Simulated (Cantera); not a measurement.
A perfectly stirred reactor is fed with H2 : O2 : N2 = 1 : 0.357 : 1.34 (molar parts), at 9.87 atm; it is adiabatic with a 650 K inlet, and is followed from long to short residence time, starting on the burning branch (τ in s: 0.045, 0.02, 0.0088, 0.0039, 0.0017, 0.00077, 0.00034, 0.00015, 6.8e-05, 3e-05, 1.3e-05, 5.9e-06).

Detailed kinetics in Cantera: the H2/O2 subset of GRI-Mech 3.0, which has no nitrogen chemistry. The hydrogen kinetics of GRI-Mech 3.0 are dated; newer H2 mechanisms differ, most at raised pressure.

```
quantity                                                                          before                                   after
------------------------------------------------  --------------------------------------  --------------------------------------
blow-out, bracketed by the residence times tried  burning at 5.90 µs, the shortest tried  burning at 5.90 µs, the shortest tried
x(H2) at τ = 45.0 ms                                                               0.121                                   0.148
x(O2) at τ = 45.0 ms                                                             4.56e-5                                0.000359
x(H2O) at τ = 45.0 ms                                                              0.302                                   0.361
x(O) at τ = 45.0 ms                                                              4.12e-5                                0.000365
x(HO2) at τ = 45.0 ms                                                            9.06e-8                                 8.63e-7
x(H2) at τ = 0.340 ms                                                              0.121                                   0.148
x(O2) at τ = 0.340 ms                                                           0.000416                                0.000613
x(H2O) at τ = 0.340 ms                                                             0.299                                   0.359
x(O) at τ = 0.340 ms                                                            0.000143                                0.000467
x(HO2) at τ = 0.340 ms                                                           7.48e-7                                 1.34e-6
```

Q: What was changed between the two runs?
A. pressure from 9.87 atm to 0.227 atm
B. inlet temperature 650 to 500 K
C. N2 1.34 to 0.91 parts
D. H2 1 to 0.76 parts

A: C, N2 1.34 to 0.91 parts
